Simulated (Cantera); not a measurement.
Input: 1 mol BF3, 0.38 mol H2O, 15 mol H2, equilibrated at 0.0133 bar.

These are equilibrium values from Cantera (NASA tables, ideal gas, pure condensed phases), not measurements of a reactor. Candidate condensed phases: B, B2O3, B3O3H3, H2O; 43 gas species. The tables' values for BF2 are old estimates; treat these amounts as uncertain. Equilibrium is a limit: real reactors are often held back by kinetics, nucleation or transport. All values below are at 1900 K.

Base state: H2 0.867, HF 0.0678, BOF 0.0219, BF3 0.0190, BF2 0.0108, H 0.00640, BF 0.00522, BHF2 0.00144 (mole fractions); condensed: gas only.

### Question
What changes in the equilibrium state with this change: BF3 replaced by B2O3?

### Answer
| species | before | after |
|---|---|---|
| H2 | 0.867 | 0.888 |
| HBO2 | 1.59e-6 | 0.0504 |
| B2O3 | 1.79e-8 | 0.0240 |
| HF | 0.0678 | 0 |
| BOF | 0.0219 | 0 |
| BF3 | 0.0190 | 0 |
| BF2 | 0.0108 | 0 |
| HBO | 0.000425 | 0.0184 |
| BF | 0.00522 | 0 |
| BHF2 | 0.00144 | 0 |
| BO2 | 1.17e-9 | 3.66e-5 |
| B2O2 | 6.63e-7 | 0.00122 |
